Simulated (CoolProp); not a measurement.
Vapour-liquid equilibrium of R22 (1) + dimethyl ether (2) at 0.166 MPa; x and y are mole fractions of (1).

The numbers come from the multi-fluid Helmholtz-energy mixture model, Kamei 1995 and Wu 2011; pair parameters Bell 2016 in CoolProp.

Problem. Give the bubble temperature and the first vapour's composition at x = 0.55, 0.65, 0.95. Is there an azeotrope?

Solution. x = 0.55: -15.2 °C, y = 0.693; x = 0.65: -18.1 °C, y = 0.821; x = 0.95: -28.4 °C, y = 0.993. y crosses x between x = 0.25 and 0.35: the model has an azeotrope there.

The pair parameters rest on a limited set of measurements; away from them the model extrapolates.
